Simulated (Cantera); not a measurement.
Input: 1 mol FeS2, 3.2 mol O2, 4 mol N2, held at 2.60 bar.

These are equilibrium values from Cantera (NASA tables, ideal gas, pure condensed phases), not measurements of a reactor. Candidate condensed phases: Fe, FeO, FeS, FeSO4, FeS2, Fe2O3, Fe2(SO4)3, Fe3O4, S; 19 gas species. Equilibrium is a limit: real reactors are often held back by kinetics, nucleation or transport.

x: gas mole fraction; n: condensed amount in mol.

```tsv
T (K)	x N2	x SO2	x SO3	x O2	x NO	n Fe2O3(s)	n Fe3O4(s)
1025	0.647	0.236	0.0878	0.0289	1.38e-5	0.500	0
1125	0.635	0.270	[?]	[?]	[?]	0.500	0
1225	0.628	0.290	0.0239	0.0586	0.000111	0.500	0
1325	0.624	0.299	0.0126	0.0638	0.000228	0.500	0
1425	0.622	0.304	0.00706	0.0663	0.000415	0.500	0
1525	0.621	0.307	0.00423	0.0674	0.000694	0.500	0
1625	0.620	0.308	[?]	0.0680	[?]	0.500	0
1725	0.612	0.304	0.00192	0.0799	0.00173	0	0.333
1825	0.611	0.305	0.00134	0.0798	0.00245	0	0.333
```

**Question.** Some entries are withheld; supply them.

**Answer.** 
- 1625, x SO3: 0.00269
- 1625, x NO: 0.00109
- 1125, x SO3: 0.0469
- 1125, x O2: 0.0479
- 1125, x NO: 4.55e-5
